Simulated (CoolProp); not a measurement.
Vapour-liquid equilibrium of R134a (1) + methanol (2) at 0.0733 bar; x and y are mole fractions of (1).

Computed with CoolProp (multi-fluid Helmholtz-energy mixture model, Tillner-Roth 1994 and de Reuck 1993; pair parameters Bell 2016).

```json
[
 {"x": "0.05", "bubble temperature, mixture model (°C)": "[?]", "bubble temperature, Raoult's law (°C)": "-20.8", "y, mixture model": "0.990", "y, Raoult's law": "0.874"},
 {"x": "0.15", "bubble temperature, mixture model (°C)": "[?]", "bubble temperature, Raoult's law (°C)": "-41.3", "y, mixture model": "[?]", "y, Raoult's law": "0.979"},
 {"x": "0.25", "bubble temperature, mixture model (°C)": "-64.8", "bubble temperature, Raoult's law (°C)": "-50.2", "y, mixture model": "0.998", "y, Raoult's law": "0.992"},
 {"x": "0.35", "bubble temperature, mixture model (°C)": "[?]", "bubble temperature, Raoult's law (°C)": "-55.7", "y, mixture model": "0.998", "y, Raoult's law": "0.996"},
 {"x": "0.45", "bubble temperature, mixture model (°C)": "-66.2", "bubble temperature, Raoult's law (°C)": "-59.7", "y, mixture model": "0.998", "y, Raoult's law": "0.998"},
 {"x": "0.55", "bubble temperature, mixture model (°C)": "-66.7", "bubble temperature, Raoult's law (°C)": "-62.7", "y, mixture model": "0.998", "y, Raoult's law": "0.999"},
 {"x": "0.65", "bubble temperature, mixture model (°C)": "[?]", "bubble temperature, Raoult's law (°C)": "-65.1", "y, mixture model": "0.999", "y, Raoult's law": "0.999"},
 {"x": "0.75", "bubble temperature, mixture model (°C)": "-68.2", "bubble temperature, Raoult's law (°C)": "-67.2", "y, mixture model": "0.999", "y, Raoult's law": "1.000"},
 {"x": "0.85", "bubble temperature, mixture model (°C)": "[?]", "bubble temperature, Raoult's law (°C)": "-68.9", "y, mixture model": "0.999", "y, Raoult's law": "1.000"},
 {"x": "0.95", "bubble temperature, mixture model (°C)": "-70.5", "bubble temperature, Raoult's law (°C)": "-70.5", "y, mixture model": "1.000", "y, Raoult's law": "1.000"}
]
```

Question: Fill in the missing entries.

Answer: 
- 0.05, bubble temperature, mixture model (°C): -50.4
- 0.15, bubble temperature, mixture model (°C): -62.2
- 0.15, y, mixture model: 0.997
- 0.35, bubble temperature, mixture model (°C): -65.7
- 0.65, bubble temperature, mixture model (°C): -67.4
- 0.85, bubble temperature, mixture model (°C): -69.3

The largest gap from Raoult's law is -29.6 K in bubble temperature, at x = 0.05. No azeotrope shows between x = 0.05 and 0.95.

The pair parameters rest on a limited set of measurements; away from them the model extrapolates. With so large a gap from Raoult's law the liquid may split in two, which this calculation doesn't test in full.
